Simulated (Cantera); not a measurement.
Input: 1 mol FeS₂, a varied amount of H₂, 0.6 mol N₂, equilibrated at 2148.15 K and 1330 Pa.

Equilibrium computed with Cantera from the NASA thermochemical tables; the gas is ideal and each condensed phase is pure. Candidate condensed phases: Fe, FeS, FeS₂, S; 16 gas species. Rates play no part.

x: gas mole fraction; n: condensed amount in mol.

```
n(H₂) (mol)   x H₂    x S₂    x N₂    x Fe     x S     x H    x SH     n Fe(l)
-----------  -----  ------  ------  ------  ------  ------  ------  ----------
0.35         0.130   0.399   0.260   0.128  0.0430  0.0130  0.0222       0.705
0.52         0.182   0.364   0.240   0.128  0.0410  0.0154  0.0250       0.680
0.76         0.244   0.323   0.215   0.128  0.0386  0.0178  0.0272       0.644
1.1          0.313   0.278   0.188   0.128  0.0359  0.0202  0.0286  (withheld)
1.7          0.403   0.222   0.154   0.128  0.0321  0.0229  0.0290  (withheld)
2.5          0.482   0.174   0.124   0.128  0.0284  0.0251  0.0281  (withheld)
3.6          0.553   0.133  0.0982   0.128  0.0248  0.0269  0.0264  (withheld)
5.4          0.626  0.0955  0.0735   0.122  0.0210  0.0286  0.0237           0
8            0.705  0.0686  0.0555  0.0925  0.0178  0.0303  0.0213           0
12           0.773  0.0467  0.0403  0.0672  0.0147  0.0318  0.0184           0
17           0.820  0.0325  0.0300  0.0500  0.0123  0.0327  0.0159           0
```

Some entries are withheld; supply them.


- 1.1, n Fe(l): 0.593
- 1.7, n Fe(l): 0.503
- 2.5, n Fe(l): 0.383
- 3.6, n Fe(l): 0.219
